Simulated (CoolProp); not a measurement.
Properties of n-hexane along the isobar 1.01 bar.

Computed with CoolProp (reference Helmholtz-energy equation of state, Thol 2019).

```csv
T (K),phase,density (kg/m³),speed of sound (m/s),Joule-Thomson coefficient (K/MPa),Prandtl number
451.7,gas,2.359,209.8,11.33,0.758
463,gas,2.298,212.6,10.42,0.756
474.2,gas,2.241,215.3,9.621,0.754
485.5,gas,2.186,218.0,8.904,0.752
496.8,gas,2.134,220.7,8.266,0.751
508.1,gas,2.085,223.3,7.696,0.749
519.3,gas,2.038,225.8,7.190,0.747
530.6,gas,1.993,228.4,6.730,0.746
541.9,gas,1.950,230.9,6.315,0.744
553.1,gas,1.909,233.3,5.942,0.742
564.4,gas,1.870,235.8,5.600,0.741
575.7,gas,1.832,238.2,5.289,0.740
```

Viscosity comes from a separate model (Michailidou 2013). Thermal conductivity comes from a separate model (Assael 2013).
